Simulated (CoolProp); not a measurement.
Vapour-liquid equilibrium of n-butane (1) + benzene (2) at 111.75 °C; x and y are mole fractions of (1).

The numbers come from the multi-fluid Helmholtz-energy mixture model, Bücker 2006 and Thol 2012; pair parameters Bell 2016 in CoolProp.

| x | bubble pressure (bar) | y at the bubble point | dew pressure at overall composition x (bar) | liquid density (mol/L) |
|---|---|---|---|---|
| 0.05 | 3.338 | 0.285 | 2.569 | 9.876 |
| 0.15 | 5.151 | 0.564 | 2.849 | 9.726 |
| 0.25 | 6.946 | 0.698 | 3.196 | 9.563 |
| 0.35 | 8.668 | 0.776 | 3.638 | 9.384 |
| 0.45 | 10.29 | 0.828 | 4.219 | 9.187 |
| 0.55 | 11.83 | 0.866 | 5.018 | 8.971 |
| 0.65 | 13.31 | 0.897 | 6.179 | 8.733 |
| 0.75 | 14.79 | 0.925 | 8.004 | 8.467 |
| 0.85 | 16.35 | 0.952 | 11.13 | 8.170 |
| 0.95 | 18.09 | 0.983 | 16.21 | 7.832 |

No azeotrope shows between x = 0.05 and 0.95.

Pair parameters are fitted to limited data, so mixtures are less certain than the pure fluids. The gap from Raoult's law changes sign with composition, which may be real or a fault of the pair parameters; it wasn't checked against measurements.
